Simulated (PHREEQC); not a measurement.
Buffer: speciation

Make-up at 25 °C and 100 atm: 2 mmol/kgw NaH2PO4 and 2.5 mmol/kgw NaOH. Closed to the air; pH follows from the charge balance.

Model: ion-association model, phreeqc.dat, run in PHREEQC.

* **pH**: 10.57
* **ionic strength**: 0.00659 mol/kgw
* **specific conductance**: 483 µS/cm
* **total alkalinity**: 2.50 meq/kg

| species | molality | activity | log γ |
|---|---|---|---|
| Na+ | 0.00449 | 0.00413 | -0.037 |
| HPO4-2 | 0.00193 | 0.00138 | -0.145 |
| OH- | 0.000445 | 0.000408 | -0.038 |
| PO4-3 | 5.59e-5 | 2.59e-5 | -0.335 |
| NaHPO4- | 1.08e-5 | 9.95e-6 | -0.036 |
| H2PO4- | 5.91e-7 | 5.44e-7 | -0.036 |

No solid was allowed to form. Under pressure, the constants of complexes without a molar volume in the database are unreliable.
